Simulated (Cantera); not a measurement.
Input: 1 mol SiF₄, 2.8 mol N₂O, 4.2 mol H₂, equilibrated at 10000 Pa.

These are equilibrium values from Cantera (NASA tables, ideal gas, pure condensed phases), not measurements of a reactor. Candidate condensed phases: H₂O, Si, SiO₂, Si₂N₂O, Si₃N₄; 58 gas species. The tables hold silica as quartz up to 1696 K and as liquid above; real silica turns to tridymite and cristobalite and melts near 1996 K. Gases not in the tables: Si(OH)₄. Rates play no part.

Which condensed phases are stable at each of these points (T (K)): 773, 923, 1073, 1223, 1373, 1523, 1673, 1823, 1973, 2123?


```
T (K)  condensed phases  Si condensed (%)
-----  ----------------  ----------------
773      SiO₂(α-quartz)              27.7
923      SiO₂(β-quartz)              46.4
1073     SiO₂(β-quartz)              63.0
1223     SiO₂(β-quartz)              75.6
1373     SiO₂(β-quartz)              84.4
1523     SiO₂(β-quartz)              90.2
1673     SiO₂(β-quartz)              93.9
1823    SiO₂(condensed)              96.1
1973    SiO₂(condensed)              96.8
2123            SiO₂(l)              92.4
```

At 773 K the condensed part is SiO₂(α-quartz). From 923 K to 1673 K the condensed part is SiO₂(β-quartz). From 1823 K to 1973 K the condensed part is SiO₂(condensed). At 2123 K the condensed part is SiO₂(l). The share of Si in condensed phases is highest at 1973 K (96.8 %) and lowest at 773 K (27.7 %).
